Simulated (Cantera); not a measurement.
An isothermal, constant-pressure homogeneous reactor starts with NO : N₂ = 1 : 9.5 (molar parts), at 1450 K and 20.0 Torr. Integrator tolerance rtol = 1e-08.

Detailed kinetics in Cantera: GRI-Mech 3.0 (53 species, 325 reactions). Radical loss at walls, strong at low pressure, is not modelled.

### Question
What does this change do: temperature 1450 to 1898 K?

### Answer
```tsv
quantity	before	after
x(NO) at 10.0 s	0.0952 (gas-phase equilibrium 0.000499)	0.0884 (gas-phase equilibrium 0.00294)
x(NO₂) at 10.0 s	4.02e-6 (gas-phase equilibrium 2.42e-7)	4.10e-6 (gas-phase equilibrium 4.63e-7)
x(N₂) at 10.0 s	0.905 (gas-phase equilibrium 0.952)	0.908 (gas-phase equilibrium 0.951)
x(O) at 10.0 s	3.00e-7 (gas-phase equilibrium 2.69e-6)	0.000129 (gas-phase equilibrium 0.000387)
x(O₂) at 10.0 s	8.11e-6 (gas-phase equilibrium 0.0474)	0.00332 (gas-phase equilibrium 0.0459)
x(N₂O) at 10.0 s	2.73e-6 (gas-phase equilibrium 5.58e-9)	3.14e-6 (gas-phase equilibrium 2.99e-8)
```
